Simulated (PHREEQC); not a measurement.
Dissolve 0.019 mol/kgw Pb(NO3)2 and 3.8e-05 mol/kgw Zn(NO3)2 at 85 °C. It is in equilibrium with CO2 at log p = -2 (atm). Otherwise closed; pH follows from the charge balance.

Equilibrium calculation in PHREEQC: ion-association model, phreeqc.dat.

Precipitation was switched off in this run.

Task: Estimate the pH, density.

Result: pH 4.61; density 0.974 g/cm³.

Task: In which forms is N present?

Result: NO3- 91 %, PbNO3+ 8.5 % of the N.

Examples of supersaturated solids here: Pb(OH)2. Others may be too. Constants without temperature data keep their 25 °C values here.
